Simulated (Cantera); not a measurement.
Feed: 1 mol SiCl4, 9.2 mol H2.

Method: chemical equilibrium by Gibbs-energy minimisation in Cantera with the NASA 1993 tables (ideal gas, pure condensed phases). Candidate condensed phases: Si; 19 gas species. The tables' values for SiCl3 are old estimates. Kinetics and transport are ignored.

Stable condensed phases, one row left out:

```
T in K \ P in Pa
            100    240    560   1300   3200   7500  18000  42000 100000
   1825       A      A      A      A      A      A      A      A      A
   1750       A      A      A      A      A      A      A      A      A
   1675       A      A      A      A      A      A      A      A      A
   1600       A      A      A      A      A      A      A      A      A
   1525       A      A      A      A      A      A      A      A      A
   1450       A      A      A      A      A      A      A      A      A
   1375       A      A      A      A      A      A      A      A      A
   1300       A      A      A      A      B      B      B      B      A
   1150       B      B      B      B      B      B      B      A      A
   1075       B      B      B      B      B      B      A      A      A
   1000       B      B      B      B      B      A      A      A      A
```

A: gas only; B: Si.

Question: Give the row for 1225 K.

Answer: 100: gas only; 240: Si; 560: Si; 1300: Si; 3200: Si; 7500: Si; 18000: Si; 42000: Si; 100000: gas only.
